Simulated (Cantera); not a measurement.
Feed: 1 mol CaCO₃, 4 mol H₂, 0.29 mol O₂, at 1 atm.

Cantera equilibrium calculation (NASA polynomials, part measured and part estimated; ideal gas, pure solids and liquids). Candidate condensed phases: C, C₆H₆, C₇H₈, C₈H₁₈, Ca, CaCO₃, CaO, Ca(OH)₂, H₂O; 115 gas species. Equilibrium is a limit: real reactors are often held back by kinetics, nucleation or transport.

**Question.** Which condensed phases are stable at each of these points (T (K)): 925, 975, 1025, 1075, 1125, 1175, 1225, 1275, 1325, 1375?

**Answer.** 
| T (K) | condensed phases | Ca condensed (%) |
|---|---|---|
| 925 | CaCO₃(calcite) + CaO(s) | 100.0 |
| 975 | CaCO₃(calcite) + CaO(s) | 100.0 |
| 1025 | CaO(s) | 100.0 |
| 1075 | CaO(s) | 100.0 |
| 1125 | CaO(s) | 100.0 |
| 1175 | CaO(s) | 100.0 |
| 1225 | CaO(s) | 100.0 |
| 1275 | CaO(s) | 100.0 |
| 1325 | CaO(s) | 100.0 |
| 1375 | CaO(s) | 100.0 |

From 925 K to 975 K the condensed part is CaCO₃(calcite) + CaO(s). From 1025 K to 1375 K the condensed part is CaO(s).
